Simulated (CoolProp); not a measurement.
A Linde-Hampson liquefier for carbon monoxide: isothermal reversible compression at 300 K from 1 atm to 20 MPa, throttling to 1 atm, return gas leaving the recuperator 10 K below the feed. Each further row changes one setting.

The numbers come from the reference Helmholtz-energy equation of state, Lemmon 2006 in CoolProp. It is a short technical equation, of lower accuracy than the large ones.

| case | liquid yield per pass | compression work (kJ/kg of gas) |
|---|---|---|
| as stated | … | 470 |
| high pressure 40 MPa | 0.084 | 539 |
| warm-end temperature 330 K | … | … |
| warm-end gap 15 K | … | 470 |

**Question.** Complete the blanks.

**Answer.** 
- as stated, liquid yield per pass: 0.063
- warm-end temperature 330 K, liquid yield per pass: 0.042
- warm-end temperature 330 K, compression work (kJ/kg of gas): 520
- warm-end gap 15 K, liquid yield per pass: 0.051
